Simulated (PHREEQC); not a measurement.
Consider water at 53 °C with 90 mmol/kgw H2SO4, 25 mmol/kgw FeCl3 and 0.087 mmol/kgw CuCl2. Closed to the air; pH follows from the charge balance.

Model: ion-association model, phreeqc.dat, run in PHREEQC.

| quantity | before | after |
|---|---|---|
| pH | 1.05 | 0.80 |
| FeCl+2 (mol/kgw) | 0.00218 | 0.00142 |
| Fe+3 (mol/kgw) | 0.00144 | 0.00102 |
| FeOH+2 (mol/kgw) | 0.000199 | 7.59e-5 |
| SI of Goethite (FeOOH) | +1.31 | +0.32 |
| SI of Hematite (Fe2O3) | +4.75 | +2.76 |

Question: What was changed between the two runs?
A. H2SO4 from 0.09 to 0.18 mol/kgw
B. CuCl2 replaced by (CH3)4NCl at the same molality
C. CuCl2 left out
D. H2SO4 left out
E. H2SO4 from 0.09 to 0.018 mol/kgw

Answer: A, H2SO4 from 0.09 to 0.18 mol/kgw

No solid was allowed to form. Some of these states are supersaturated (in Hematite (slow to form), Goethite (slow to form), for instance). Away from 25 °C the constants follow the database's enthalpies or fits; those with neither stay at their 25 °C values.
